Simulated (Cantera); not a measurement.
## Si + O2 + H2 + NH3 (thermal oxidation and active oxidation of silicon)

Feed: 1 mol Si, 0.029 mol O2, 14 mol H2, 0.095 mol NH3, at 1.00 bar.

Equilibrium computed with Cantera from the NASA thermochemical tables; the gas is ideal and each condensed phase is pure. Candidate condensed phases: H2O, Si, SiO2, Si2N2O, Si3N4; 35 gas species. Mutual solubility and eutectic melting of coexisting phases are not modelled. Gases not in the tables: Si2H6 and higher silanes. The numbers say what is thermodynamically allowed, not how fast it happens.

```json
[
 {"T (°C)": "1400", "x H2": "0.999", "x SiO": "0.000787", "x H": "0.000114", "x N2": "4.70e-5", "x SiH2": "1.10e-5", "x Si": "4.18e-7", "n Si(s)": "0.895", "n Si2N2O(s)": "0.0468", "n Si(l)": "0"},
 {"T (°C)": "1450", "x H2": "0.999", "x SiO": "0.000966", "x H": "0.000182", "x N2": "0.000226", "x SiH2": "1.70e-5", "x Si": "9.83e-7", "n Si(s)": "0", "n Si2N2O(s)": "0.0443", "n Si(l)": "0.897"},
 {"T (°C)": "1500", "x H2": "0.997", "x SiO": "0.00152", "x H": "0.000284", "x N2": "0.000786", "x SiH2": "2.46e-5", "x Si": "2.13e-6", "n Si(s)": "0", "n Si2N2O(s)": "0.0364", "n Si(l)": "0.905"},
 {"T (°C)": "1550", "x H2": "0.995", "x SiO": "0.00284", "x H": "0.000432", "x N2": "0.00211", "x SiH2": "3.49e-5", "x Si": "4.42e-6", "n Si(s)": "0", "n Si2N2O(s)": "0.0176", "n Si(l)": "0.924"},
 {"T (°C)": "1600", "x H2": "0.992", "x SiO": "0.00407", "x H": "0.000643", "x N2": "0.00333", "x SiH2": "4.87e-5", "x Si": "8.82e-6", "n Si(s)": "0", "n Si2N2O(s)": "0", "n Si(l)": "0.941"},
 {"T (°C)": "1650", "x H2": "0.992", "x SiO": "0.00407", "x H": "0.000938", "x N2": "0.00333", "x SiH2": "6.67e-5", "x Si": "1.70e-5", "n Si(s)": "0", "n Si2N2O(s)": "0", "n Si(l)": "0.941"},
 {"T (°C)": "1700", "x H2": "0.991", "x SiO": "0.00406", "x H": "0.00134", "x N2": "0.00333", "x SiH2": "9.01e-5", "x Si": "3.16e-5", "n Si(s)": "0", "n Si2N2O(s)": "0", "n Si(l)": "0.940"},
 {"T (°C)": "1750", "x H2": "0.990", "x SiO": "0.00406", "x H": "0.00189", "x N2": "0.00333", "x SiH2": "0.000120", "x Si": "5.69e-5", "n Si(s)": "0", "n Si2N2O(s)": "0", "n Si(l)": "0.939"},
 {"T (°C)": "1800", "x H2": "0.990", "x SiO": "0.00406", "x H": "0.00262", "x N2": "0.00333", "x SiH2": "0.000157", "x Si": "9.97e-5", "n Si(s)": "0", "n Si2N2O(s)": "0", "n Si(l)": "0.937"},
 {"T (°C)": "1850", "x H2": "0.989", "x SiO": "0.00406", "x H": "0.00357", "x N2": "0.00332", "x SiH2": "0.000203", "x Si": "0.000170", "n Si(s)": "0", "n Si2N2O(s)": "0", "n Si(l)": "0.935"}
]
```
x: gas mole fraction; n: condensed amount in mol.

At 1400 °C the condensed part is Si(s) + Si2N2O(s). From 1450 °C to 1550 °C the condensed part is Si(l) + Si2N2O(s). From 1600 °C to 1850 °C the condensed part is Si(l). The main Si-bearing gas is SiO throughout. The share of Si in condensed phases is highest at 1400 °C (98.9 %) and lowest at 1850 °C (93.5 %).
